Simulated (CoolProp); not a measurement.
c-C4F8 (RC318) along the isotherm 226.85 °C: Z from the reference equation and from simpler models built on Tc = 115.2 °C, pc = 27.78 bar, ω = 0.355; each cubic takes its own stable root.

Values from CoolProp's reference Helmholtz-energy equation of state, Platzer 1990. This equation is an older, rougher fit; its heat capacities, sound speeds and derivatives of the liquid may be far off and weren't checked against measurements.

```
p (bar)          phase  reference  Redlich-Kwong  Soave-Redlich-Kwong
-------  -------------  ---------  -------------  -------------------
0.878              gas     0.9959         0.9949               0.9961
1.8                gas     0.9916         0.9896               0.9919
3.7                gas     0.9827         0.9786               0.9834
7.61               gas     0.9643         0.9557               0.9660
15.6               gas     0.9265         0.9085               0.9309
32.1     supercritical     0.8496         0.8104               0.8631
65.9     supercritical     0.7291         0.6614               0.7715
135      supercritical     0.7866         0.7488               0.8385
278      supercritical      1.214          1.155                1.219
```
